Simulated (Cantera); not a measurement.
**Titanium nitride, carbide and oxide coatings: TiCl4 + CH4**

Charge: 1 mol TiCl4, 9.8 mol CH4, at 5100 Pa.

These are equilibrium values from Cantera (NASA tables, ideal gas, pure condensed phases), not measurements of a reactor. Candidate condensed phases: C, C6H6, C7H8, C8H18, Ti, TiC, TiCl2, TiCl3, TiCl4; 96 gas species. The tables' values for TiCl2 are old estimates; treat these amounts as uncertain. TiC: taken at fixed stoichiometry. Equilibrium is a limit: real reactors are often held back by kinetics, nucleation or transport.

```csv
T (°C),x H2,x HCl,x H,x Cl,x TiCl4,x C2H2 (acetylene),x TiCl3,n C(graphite),n TiC(s)
952,0.825,0.171,1.25e-6,2.23e-7,0.00238,1.34e-7,0.00187,8.88,0.909
1027,0.820,0.178,4.44e-6,8.11e-7,0.000917,4.72e-7,0.00141,8.84,0.950
1102,0.818,0.181,1.37e-5,2.51e-6,0.000365,1.45e-6,0.00104,8.83,0.970
1177,0.817,0.182,3.78e-5,6.88e-6,0.000155,3.98e-6,0.000773,8.82,0.980
1252,0.816,0.183,9.46e-5,1.70e-5,7.10e-5,9.87e-6,0.000586,8.81,0.986
1327,0.816,0.184,0.000217,3.87e-5,3.47e-5,2.24e-5,0.000453,8.81,0.989
1402,0.815,0.184,0.000464,8.18e-5,1.81e-5,4.73e-5,0.000358,8.81,0.991
1477,0.814,0.184,0.000929,0.000162,9.93e-6,9.36e-5,0.000288,8.80,0.993
1552,0.814,0.184,0.00176,0.000303,5.72e-6,0.000175,0.000235,8.80,0.994
1627,0.812,0.184,0.00317,0.000540,3.43e-6,0.000310,0.000195,8.79,0.994
1702,0.810,0.183,0.00545,0.000920,2.13e-6,0.000526,0.000163,8.78,0.994
1777,0.806,0.182,0.00902,0.00151,1.36e-6,0.000856,0.000137,8.77,0.994
1852,0.801,0.181,0.0144,0.00238,8.90e-7,0.00134,0.000116,8.75,0.993
1927,0.793,0.178,0.0222,0.00363,5.93e-7,0.00203,9.90e-5,8.72,0.992
```
x: gas mole fraction; n: condensed amount in mol.

From 952 °C to 1927 °C the condensed part is C(graphite) + TiC(s).
